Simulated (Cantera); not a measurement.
CH3F + Si + H2 (fluorocarbon and chlorocarbon gases)

Feed: 1 mol CH3F, 0.01 mol Si, 5.9 mol H2, at 2725 °C and 1.70 mbar.

These are equilibrium values from Cantera (NASA tables, ideal gas, pure condensed phases), not measurements of a reactor. Candidate condensed phases: C, C6H6, C7H8, C8H18, Si, SiC; 113 gas species. The tables' values for SiF are old estimates; treat these amounts as uncertain. The numbers say what is thermodynamically allowed, not how fast it happens.

- x(H) = 0.848
- x(HF) = 0.0615
- x(H2) = 0.0496
- x(C3) = 0.0145
- x(C) = 0.0127
- x(F) = 0.00649
- x(C2) = 0.00341
- x(C2H) = 0.00168
- x(C2H2 (acetylene)) = 0.000573
- gas amount = 14.62 mol
- log10 activity of C(graphite) (absent) = -0.36
- log10 activity of Si(l) (absent) = -5.05
